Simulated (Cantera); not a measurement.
Thermodynamics of carbothermic reduction, feed CuO + CH₄ + H₂

Charge: 1 mol CuO, 0.4 mol CH₄, 1.5 mol H₂, held at 0.0133 bar.

Equilibrium computed with Cantera from the NASA thermochemical tables; the gas is ideal and each condensed phase is pure. Candidate condensed phases: C, C₆H₆, C₇H₈, C₈H₁₈, Cu, CuO, Cu(OH)₂, Cu₂O, H₂O; 113 gas species. Equilibrium is a limit: real reactors are often held back by kinetics, nucleation or transport.

From 677 °C to 1077 °C the condensed part is Cu(s). From 1127 °C to 1327 °C the condensed part is Cu(l).

| T (°C) | x H₂ | x H₂O | x CO | x CO₂ | n Cu(s) | n Cu(l) |
|---|---|---|---|---|---|---|
| 677 | 0.677 | 0.175 | 0.101 | 0.0470 | 1.00 | 0 |
| 727 | 0.671 | 0.181 | 0.107 | 0.0413 | 1.00 | 0 |
| 777 | 0.666 | 0.186 | 0.112 | 0.0366 | 1.00 | 0 |
| 827 | 0.662 | 0.190 | 0.116 | 0.0326 | 1.00 | 0 |
| 877 | 0.659 | 0.193 | 0.119 | 0.0293 | 1.000 | 0 |
| 927 | 0.656 | 0.196 | 0.122 | 0.0264 | 1.000 | 0 |
| 977 | 0.654 | 0.198 | 0.124 | 0.0240 | 1.000 | 0 |
| 1027 | 0.652 | 0.200 | 0.126 | 0.0220 | 1.000 | 0 |
| 1077 | 0.650 | 0.202 | 0.128 | 0.0202 | 1.000 | 0 |
| 1127 | 0.648 | 0.203 | 0.129 | 0.0187 | 0 | 1.000 |
| 1177 | 0.647 | 0.205 | 0.131 | 0.0174 | 0 | 0.999 |
| 1227 | 0.645 | 0.206 | 0.132 | 0.0162 | 0 | 0.998 |
| 1277 | 0.644 | 0.207 | 0.133 | 0.0152 | 0 | 0.996 |
| 1327 | 0.642 | 0.207 | 0.133 | 0.0143 | 0 | 0.992 |
x: gas mole fraction; n: condensed amount in mol.
